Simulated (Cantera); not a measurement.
# Premixed flame

A freely propagating, adiabatic, planar premixed flame of H2 : O2 : N2 : H2O = 1 : 0.172 : 0.69 : 0.42 (molar parts), equivalence ratio 2.9, unburnt at 650 K and 1.40 bar; mixture-averaged transport, grid criteria slope 0.08 and curve 0.16, no radiation.

Cantera simulation using the H2/O2 subset of GRI-Mech 3.0, which has no nitrogen chemistry; the numbers are that mechanism's predictions, not measurements. Burning velocities carry a grid error of a few per cent, more on coarse grids.

| z (mm) | T (K) | u (m/s) | x H2 | x O2 | x H2O | x H | x O | x OH |
|---|---|---|---|---|---|---|---|---|
| -0.885 | 650 | 5.55 | 0.438 | 0.0754 | 0.184 | <1e-8 | <1e-8 | <1e-8 |
| -0.590 | 650 | 5.55 | 0.438 | 0.0754 | 0.184 | <1e-8 | <1e-8 | <1e-8 |
| -0.443 | 650 | 5.55 | 0.438 | 0.0754 | 0.184 | <1e-8 | <1e-8 | <1e-8 |
| -0.295 | 651 | 5.56 | 0.437 | 0.0755 | 0.184 | 1.21e-7 | 1.59e-8 | <1e-8 |
| -0.148 | 711 | 5.98 | 0.427 | 0.0749 | 0.191 | 0.000232 | 1.33e-5 | 5.52e-5 |
| -0.0738 | 907 | 7.48 | 0.401 | 0.0673 | 0.215 | 0.00314 | 0.000124 | 0.000285 |
| 0 | 1170 | 9.49 | 0.359 | 0.0473 | 0.261 | 0.0134 | 0.000523 | 0.000584 |
| 0.0738 | 1359 | 11.0 | 0.320 | 0.0229 | 0.310 | 0.0257 | 0.000676 | 0.000997 |
| 0.148 | 1459 | 11.7 | 0.299 | 0.00849 | 0.338 | 0.0312 | 0.000413 | 0.00118 |
| 0.295 | 1540 | 12.3 | 0.292 | 0.00113 | 0.354 | 0.0296 | 0.000143 | 0.00120 |
| 0.590 | 1604 | 12.8 | 0.296 | 8.59e-5 | 0.357 | 0.0222 | 6.77e-5 | 0.00106 |
| 1.18 | 1658 | 13.2 | 0.300 | 1.80e-5 | 0.359 | 0.0145 | 3.16e-5 | 0.000800 |
| 2.36 | 1696 | 13.4 | 0.304 | 6.88e-6 | 0.361 | 0.00875 | 1.22e-5 | 0.000530 |
x: mole fraction of selected species; z is measured from the peak of heat release.

- laminar burning velocity = 555 cm/s
- thermal thickness = 0.295 mm
- peak x(H) = 0.0317
- peak x(O) = 0.000700
- peak x(OH) = 0.00121
- grid points = 102
